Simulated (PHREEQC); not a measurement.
Make-up at 20 °C: 37 mmol/kgw KOH and 0.86 mmol/kgw CO2. Closed to the air; pH follows from the charge balance.

Model: ion-association model, phreeqc.dat, run in PHREEQC.

| Property | Value |
|---|---|
| pH | 12.63 |
| ionic strength | 0.0379 mol/kgw |
| specific conductance | 7710 µS/cm |
| total alkalinity | 37.0 meq/kg |

```csv
species,molality,activity,log γ
K+,0.0370,0.0308,-0.080
OH-,0.0353,0.0293,-0.080
CO3-2,0.000857,0.000437,-0.293
HCO3-,2.86e-6,2.42e-6,-0.073
```

Precipitation was switched off in this run. Species that the database lacks are ignored.
